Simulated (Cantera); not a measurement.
An isothermal, constant-pressure homogeneous reactor starts with 74.1 % NO, 25.9 % N2, at 2123 K and 1.09 atm.

Model: GRI-Mech 3.0 (53 species, 325 reactions), integrated in Cantera.

x: mole fraction; the columns are a selection and need not sum to one.

```csv
t (s),x NO,x O,x O2,x N2,x N2O
5.00e-6,0.741,…,4.06e-8,0.259,8.02e-6
1.72e-5,0.741,…,4.32e-7,0.259,2.67e-5
5.92e-5,0.741,…,5.23e-6,0.259,8.17e-5
0.000204,0.740,…,9.56e-5,0.259,0.000194
0.000701,0.738,…,0.000977,0.260,0.000269
0.00241,0.731,…,0.00443,0.264,0.000267
0.00830,0.707,…,0.0163,0.276,0.000246
0.0285,0.628,…,0.0557,0.315,0.000189
0.0982,0.415,…,0.162,0.422,7.84e-5
0.338,0.123,0.000872,0.308,0.568,7.09e-6
1.16,0.0202,0.000937,0.360,0.619,7.46e-7
4.00,0.0124,0.000942,0.364,0.623,6.44e-7
```

Q: Fill in the missing entries.

A: 
- 5.00e-6, x O: 7.16e-6
- 1.72e-5, x O: 2.00e-5
- 5.92e-5, x O: 5.42e-5
- 0.000204, x O: 0.000151
- 0.000701, x O: 0.000214
- 0.00241, x O: 0.000233
- 0.00830, x O: 0.000288
- 0.0285, x O: 0.000419
- 0.0982, x O: 0.000651
